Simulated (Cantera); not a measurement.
What does this Cantera script print?

```python
import numpy as np
import cantera as ct

gas_names = """
    AL ALH ALN AL2 H H2 N NH NH2 NH3 N2 N2H2 N2H4
""".split()
cond_names = """
    AL(cr) AL(L) ALN(s)
""".split()


# ... load() reads the species with a 1 bar reference pressure and builds the phases ...
atoms = {
    'AlN': {'AL': 1, 'N': 1},
    'H2': {'H': 2},
}
top_T = {'ALN(s)': 2750}  # K; cautious upper limits of use, not melting points


# ... equilibrate(T, P, feed) seeds the gas with the atoms and calls Mixture.equilibrate('TP', solver="vcs", rtol=1e-11, max_steps=5000) ...
results = []
feed = {'AlN': 1, 'H2': 200}  # mol
T = 1423.15  # K
P = 100000  # Pa
mix = equilibrate(T, P, feed)
results.append((T, P, feed, dict(zip(mix.species_names, mix.species_moles))))
x = sorted(zip(gas.X, gas.species_names), reverse=True)
print(f"T = {T:g} K  P = {P:g} Pa  gas = {mix.phase_moles(0):.4g} mol")
print("   x: " + "  ".join(f"{s} {v:.3e}" for v, s in x if v > 1e-05))
print("   condensed (mol): " + ("  ".join(f"{mix.phase(i).name} {mix.phase_moles(i):.4g}"
      for i in range(1, mix.n_phases) if mix.phase_moles(i) > 1e-12) or "none"))
```

It prints:

```
T = 1423.15 K  P = 100000 Pa  gas = 200 mol
   x: H2 1.000e+00
   condensed (mol): ALN(s) 1
```

Method: chemical equilibrium by Gibbs-energy minimisation in Cantera with the NASA 1993 tables (ideal gas, pure condensed phases).
